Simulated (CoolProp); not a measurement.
Values from CoolProp's reference Helmholtz-energy equation of state, Wu 2012.

Q: Give the vapour pressure (bar), vapour density (kg/m³), surface tension (mN/m) of saturated fluoroethane (R161) at -73.35, -53.65, 25.55 °C.

A: 
| T (°C) | p (bar) | vapour density (kg/m³) | surface tension (mN/m) |
|---|---|---|---|
| -73.35 | 0.138 | 0.404 | 23.1 |
| -53.65 | 0.454 | 1.22 | 20.3 |
| 25.55 | 9.38 | 21.8 | 9.21 |

Surface tension comes from a separate correlation (Mulero 2012).
